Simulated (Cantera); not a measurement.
Source: NASA polynomial tables (part measured, part estimated), evaluated in Cantera. Values are per mole of reaction as written; species without (g) are pure solids or liquids, kept so even where they would boil at 1 bar.

### Question
Between 448 and 898 K, where is each reaction favourable under standard conditions?
- PbS(g) + O(g) → S + PbO(g)
- 3 Pb(g) + SO₂(g) → 2 PbO + PbS(g)

### Answer
- PbS(g) + O(g) → S + PbO(g): ΔG° is -248 kJ at 448 K and -191 kJ at 898 K; it stays negative (K > 1). ΔH° is -302 kJ and ΔS° -124 J/K at 898 K.
- 3 Pb(g) + SO₂(g) → 2 PbO + PbS(g): ΔG° is -422 kJ at 448 K and -258 kJ at 898 K; it stays negative (K > 1). ΔH° is -575 kJ and ΔS° -354 J/K at 898 K.
